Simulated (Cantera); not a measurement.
An adiabatic, constant-pressure homogeneous reactor starts with CH4 : C2H6 : O2 : N2 = 1 : 0.092 : 6.83 : 25.7 (molar parts), equivalence ratio 0.34, at 1448 K and 9.87 atm. Integrator tolerance rtol = 1e-08.

Cantera simulation using GRI-Mech 3.0 (53 species, 325 reactions); the numbers are that mechanism's predictions, not measurements.

What does this change do: C2H6 0.092 to 0.031 parts?


| quantity | before | after |
|---|---|---|
| time of steepest temperature rise | 82.1 µs | 0.135 ms |
| temperature at 5.00 s | 2156 K | 2098 K |
| equilibrium temperature | 2156 K | 2098 K |
| x(CH4) at 5.00 s | <1e-12 (gas-phase equilibrium <1e-12) | <1e-12 (gas-phase equilibrium <1e-12) |
| x(C2H6) at 5.00 s | <1e-12 (gas-phase equilibrium <1e-12) | <1e-12 (gas-phase equilibrium <1e-12) |
| x(O2) at 5.00 s | 0.129 (gas-phase equilibrium 0.129) | 0.136 (gas-phase equilibrium 0.136) |
| x(NO) at 5.00 s | 0.00880 (gas-phase equilibrium 0.00880) | 0.00787 (gas-phase equilibrium 0.00787) |
| x(CH2) at 5.00 s | <1e-12 (gas-phase equilibrium <1e-12) | <1e-12 (gas-phase equilibrium <1e-12) |

What does this change do: constant volume in place of constant pressure?


```tsv
quantity	before	after
time of steepest temperature rise	82.1 µs	76.2 µs
temperature at 5.00 s	2156 K	2328 K
equilibrium temperature	2156 K	2328 K
x(CH4) at 5.00 s	<1e-12 (gas-phase equilibrium <1e-12)	<1e-12 (gas-phase equilibrium <1e-12)
x(C2H6) at 5.00 s	<1e-12 (gas-phase equilibrium <1e-12)	<1e-12 (gas-phase equilibrium <1e-12)
x(O2) at 5.00 s	0.129 (gas-phase equilibrium 0.129)	0.127 (gas-phase equilibrium 0.127)
x(NO) at 5.00 s	0.00880 (gas-phase equilibrium 0.00880)	0.0127 (gas-phase equilibrium 0.0127)
x(CH2) at 5.00 s	<1e-12 (gas-phase equilibrium <1e-12)	<1e-12 (gas-phase equilibrium <1e-12)
```
